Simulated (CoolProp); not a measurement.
Computed with CoolProp (reference Helmholtz-energy equation of state, Zhou 2011).

### Question
For dimethyl carbonate, give the phase and the density (kg/m³), cp (kJ/(kg K)), isothermal compressibility (1/MPa), expansivity (1/kK) at 383.5 K and 232 bar; 588.8 K and 232 bar.

### Answer
- 383.5 K and 232 bar: liquid; density 980, cp 1.96, isothermal compressibility 0.00134, expansivity 1.27
- 588.8 K and 232 bar: supercritical; density 686, cp 2.49, isothermal compressibility 0.00888, expansivity 2.58
